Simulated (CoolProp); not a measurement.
A single-stage vapour-compression cycle with R1224YDZ: evaporating at 283.15 K (dew point), condensing at 344.15 K (bubble point), superheat 10 K, subcooling 0 K, compressor efficiency 0.8, no pressure losses. Each further row changes one setting.

Computed with CoolProp (reference Helmholtz-energy equation of state, Akasaka 2023).

```tsv
case	cooling COP	pressure ratio	discharge temperature (K)	refrigerating effect (kJ/kg)	volumetric capacity (kJ/m³)
as stated	2.69	7.02	352.4	107	567
evaporating temperature 288.15 K	3.08	5.77	352.0	111	704
condensing temperature 339.15 K	3.06	6.17	348.1	113	601
subcooling 5 K	2.85	7.02	352.4	113	601
superheat 20 K	2.78	7.02	362.4	115	586
compressor efficiency 0.7	2.36	7.02	358.3	107	567
```
